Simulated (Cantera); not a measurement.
**Ignition delay**

Mixture: 3.61 % CH₄, 0.794 % C₂H₆, 0.159 % C₃H₈, 13.8 % O₂, 81.6 % N₂, at 1.00 bar, adiabatic and at constant pressure. Ignition delay is the time to a rise of 400 K.

Cantera simulation using GRI-Mech 3.0 (53 species, 325 reactions); the numbers are that mechanism's predictions, not measurements.

```json
[
 {"T0 (K)": "1275", "delay (ms)": "1.25"},
 {"T0 (K)": "1325", "delay (ms)": "0.754"},
 {"T0 (K)": "1375", "delay (ms)": "0.472"},
 {"T0 (K)": "1425", "delay (ms)": "0.306"},
 {"T0 (K)": "1475", "delay (ms)": "0.204"},
 {"T0 (K)": "1525", "delay (ms)": "0.140"},
 {"T0 (K)": "1575", "delay (ms)": "0.0997"},
 {"T0 (K)": "1625", "delay (ms)": "0.0729"},
 {"T0 (K)": "1675", "delay (ms)": "0.0548"},
 {"T0 (K)": "1725", "delay (ms)": "0.0423"}
]
```

```yaml
apparent activation energy between 1625 and 1725 K: 130 kJ/mol
```
